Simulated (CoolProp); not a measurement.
Model: reference Helmholtz-energy equation of state, Lemmon 2006, in CoolProp. It is a short technical equation, of lower accuracy than the large ones.

Problem. For isohexane, give the phase and the density (kg/m³), isothermal compressibility (1/MPa), expansivity (1/kK) at 492.3 K and 12.7 bar.

Solution. 
- 492.3 K and 12.7 bar: gas; density 32.3, isothermal compressibility 0.980, expansivity 3.85
